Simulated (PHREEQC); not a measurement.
Dissolve 0.0013 mol/kgw NaOH, 0.00042 mol/kgw CO2 and 0.033 mol/kgw Na2CO3 at 25 °C. Closed to the air; pH follows from the charge balance.

Equilibrium calculation in PHREEQC: ion-association model, phreeqc.dat.

Each row changes one thing in this solution. This is a speciation only: nothing precipitates in the calculation.

| case | pH | ionic strength (mol/kgw) | Na+ (mol/kgw) | CO3-2 (mol/kgw) | NaCO3- (mol/kgw) | HCO3- (mol/kgw) |
|---|---|---|---|---|---|---|
| as made | 11.20 | 0.0795 | 0.0575 | 0.0220 | 0.00980 | 0.00154 |
| temperature from 25 to 80 °C | [?] | 0.0502 | 0.0438 | 0.00634 | 0.0234 | 0.00359 |
| NaOH from 0.0013 to 0.00065 mol/kgw | 11.12 | 0.0788 | 0.0570 | 0.0219 | 0.00966 | 0.00185 |
| diluted 10-fold with water | 10.79 | 0.00901 | 0.00652 | 0.00249 | 0.000207 | 0.000644 |
| NaOH from 0.0013 to 0.0026 mol/kgw | [?] | 0.0808 | 0.0585 | 0.0223 | 0.0100 | 0.00110 |
| Na2CO3 from 0.033 to 0.165 mol/kgw | 11.34 | 0.317 | [?] | 0.0740 | [?] | 0.00266 |
| Na2CO3 from 0.033 to 0.0495 mol/kgw | 11.24 | 0.113 | [?] | 0.0305 | 0.0175 | 0.00180 |
| 0.0032 mol/kgw Li2SO4 added | 11.19 | 0.0889 | 0.0574 | 0.0223 | 0.00957 | 0.00154 |

Problem. Fill in the missing entries.

Solution. 
- temperature from 25 to 80 °C, pH: 10.10
- NaOH from 0.0013 to 0.0026 mol/kgw, pH: 11.35
- Na2CO3 from 0.033 to 0.165 mol/kgw, Na+ (mol/kgw): 0.243
- Na2CO3 from 0.033 to 0.165 mol/kgw, NaCO3- (mol/kgw): 0.0886
- Na2CO3 from 0.033 to 0.0495 mol/kgw, Na+ (mol/kgw): 0.0827

At this temperature some constants are extrapolated from 25 °C, and those without enthalpy data are left unchanged.
